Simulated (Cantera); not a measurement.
# Premixed flame

A freely propagating, adiabatic, planar premixed flame of 8.29 % CH4, 19.3 % O2, 72.4 % N2, equivalence ratio 0.86, unburnt at 625 K and 5.43 atm; unity-Lewis-number transport, grid criteria slope 0.08 and curve 0.16, no radiation.

Model: GRI-Mech 3.0 (53 species, 325 reactions), integrated in Cantera. Unity Lewis numbers drop preferential diffusion, which matters most where H2 and H carry the flame. Burning velocities carry a grid error of a few per cent, more on coarse grids.

| z (mm) | T (K) | u (m/s) | x CH4 | x O2 | x CH2O | x H2O | x H2 | x CO2 |
|---|---|---|---|---|---|---|---|---|
| -0.291 | 626 | 0.607 | 0.0828 | 0.193 | 2.18e-6 | 0.000118 | 1.12e-5 | 3.33e-5 |
| -0.194 | 636 | 0.616 | 0.0822 | 0.192 | 1.90e-5 | 0.00104 | 9.78e-5 | 0.000292 |
| -0.146 | 658 | 0.638 | 0.0809 | 0.190 | 5.90e-5 | 0.00325 | 0.000306 | 0.000914 |
| -0.0970 | 766 | 0.743 | 0.0745 | 0.180 | 0.000246 | 0.0140 | 0.00132 | 0.00395 |
| -0.0485 | 1165 | 1.14 | 0.0495 | 0.140 | 0.000826 | 0.0563 | 0.00533 | 0.0159 |
| -0.0243 | 1535 | 1.51 | 0.0254 | 0.101 | 0.000974 | 0.0974 | 0.00913 | 0.0278 |
| 0 | 1916 | 1.90 | 0.00382 | 0.0579 | 0.000427 | 0.139 | 0.0103 | 0.0430 |
| 0.0243 | 2071 | 2.05 | 9.60e-5 | 0.0403 | 2.62e-5 | 0.151 | 0.00628 | 0.0558 |
| 0.0485 | 2138 | 2.10 | 1.82e-6 | 0.0357 | 6.41e-7 | 0.153 | 0.00490 | 0.0635 |
| 0.0970 | 2211 | 2.16 | <1e-8 | 0.0322 | <1e-8 | 0.156 | 0.00347 | 0.0707 |
| 0.194 | 2269 | 2.21 | <1e-8 | 0.0297 | <1e-8 | 0.160 | 0.00203 | 0.0760 |
| 0.388 | 2301 | 2.24 | <1e-8 | 0.0283 | <1e-8 | 0.162 | 0.00121 | 0.0789 |
| 0.776 | 2312 | 2.25 | <1e-8 | 0.0279 | <1e-8 | 0.162 | 0.000966 | 0.0799 |
x: mole fraction of selected species; z is measured from the peak of heat release.

The laminar burning velocity comes out as 60.5 cm/s. The thermal thickness comes out as 0.0970 mm, the peak x(CH2O) comes out as 0.000993 and the peak x(H2) comes out as 0.0109. The grid points is 126.
